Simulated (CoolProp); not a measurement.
Vapour-liquid equilibrium of R141b (1) + n-pentane (2) at 124.45 °C; x and y are mole fractions of (1).

Values from CoolProp's multi-fluid Helmholtz-energy mixture model, Lemmon 2006 and Thol 2019; pair parameters Bell 2016.

**Question.** Give the bubble pressure and the first vapour's composition at x = 0.35, 0.575, 0.875. Is there an azeotrope?

**Answer.** x = 0.35: 11.17 bar, y = 0.385; x = 0.575: 11.47 bar, y = 0.587; x = 0.875: 11.43 bar, y = 0.868. y crosses x between x = 0.65 and 0.725: the model has an azeotrope there.

Pair parameters are fitted to limited data, so mixtures are less certain than the pure fluids.
